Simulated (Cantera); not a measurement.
A perfectly stirred reactor is fed with 100 % N2O, at 435 Torr; it is held at 1175 K, and followed from long to short residence time.

Computed with Cantera and GRI-Mech 3.0 (53 species, 325 reactions). GRI-Mech 3.0 was tuned for natural gas; its chemistry of N2O as a main component is partial and can be far from experiment. The mechanism lacks the step 2 NO + O2 → 2 NO2, which can matter for NO2 below about 1400 K. The temperature is held fixed by assumption; the heat of reaction is taken as removed at once.

x: mole fraction; the columns are a selection and need not sum to one.

```json
[
 {"τ (s)": "7.0", "x N2O": "0.342", "x NO": "0.0346", "x N2": "0.421", "x O2": "0.202", "x O": "8.54e-7", "x NO2": "[?]"},
 {"τ (s)": "1.5", "x N2O": "0.687", "x NO": "0.0187", "x N2": "0.199", "x O2": "0.0950", "x O": "1.08e-6", "x NO2": "[?]"},
 {"τ (s)": "0.31", "x N2O": "0.911", "x NO": "0.00555", "x N2": "0.0567", "x O2": "0.0269", "x O": "1.16e-6", "x NO2": "[?]"},
 {"τ (s)": "0.064", "x N2O": "0.980", "x NO": "0.00126", "x N2": "0.0127", "x O2": "0.00603", "x O": "1.18e-6", "x NO2": "[?]"},
 {"τ (s)": "0.014", "x N2O": "0.996", "x NO": "0.000281", "x N2": "0.00282", "x O2": "0.00134", "x O": "1.19e-6", "x NO2": "[?]"},
 {"τ (s)": "0.0028", "x N2O": "0.999", "x NO": "5.63e-5", "x N2": "0.000566", "x O2": "0.000268", "x O": "1.18e-6", "x NO2": "[?]"},
 {"τ (s)": "0.00059", "x N2O": "1.000", "x NO": "1.17e-5", "x N2": "0.000119", "x O2": "5.58e-5", "x O": "1.17e-6", "x NO2": "[?]"}
]
```

### Question
What belongs in the gaps?

### Answer

- 7.0, x NO2: 0.000239
- 1.5, x NO2: 0.000125
- 0.31, x NO2: 3.42e-5
- 0.064, x NO2: 5.66e-6
- 0.014, x NO2: 5.73e-7
- 0.0028, x NO2: 3.01e-8
- 0.00059, x NO2: 1.39e-9
